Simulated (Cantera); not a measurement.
Mixture: H₂ : O₂ : N₂ = 1 : 0.238 : 0.895 (molar parts), equivalence ratio 2.1, at 0.464 atm, adiabatic and at constant volume. Ignition delay is the time to a rise of 400 K.

Model: the H2/O2 subset of GRI-Mech 3.0, which has no nitrogen chemistry, integrated in Cantera. Where the delays flatten at high temperature, the 400 K rule measures the pace of heat release, not the induction time.

Problem. What does this change do: pressure from 0.464 atm to 0.533 atm?

Solution. 
```csv
quantity,before,after
delay at 1100 K,0.192 ms,0.169 ms
delay at 1200 K,0.107 ms,93.0 µs
delay at 1300 K,69.4 µs,59.7 µs
delay at 1400 K,51.1 µs,43.3 µs
delay at 1500 K,42.1 µs,35.1 µs
delay at 1600 K,38.4 µs,31.4 µs
delay at 1700 K,38.0 µs,30.6 µs
```

Problem. What does this change do: pressure from 0.464 atm to 11.8 atm?

Solution. 
```
quantity           before     after
---------------  --------  --------
delay at 1100 K  0.192 ms  0.640 ms
delay at 1200 K  0.107 ms   72.3 µs
delay at 1300 K   69.4 µs   6.35 µs
delay at 1400 K   51.1 µs   2.26 µs
delay at 1500 K   42.1 µs   1.32 µs
delay at 1600 K   38.4 µs  0.911 µs
delay at 1700 K   38.0 µs  0.683 µs
```
The hydrogen kinetics of GRI-Mech 3.0 are dated; newer H2 mechanisms differ, most at raised pressure. The pressure lies above the range GRI-Mech 3.0 was tuned for (to about 10 atm).

Problem. What does this change do: constant pressure in place of constant volume?

Solution. 
```
quantity           before     after
---------------  --------  --------
delay at 1100 K  0.192 ms  0.202 ms
delay at 1200 K  0.107 ms  0.116 ms
delay at 1300 K   69.4 µs   80.4 µs
delay at 1400 K   51.1 µs   64.1 µs
delay at 1500 K   42.1 µs   57.5 µs
delay at 1600 K   38.4 µs   56.4 µs
delay at 1700 K   38.0 µs   59.0 µs
```
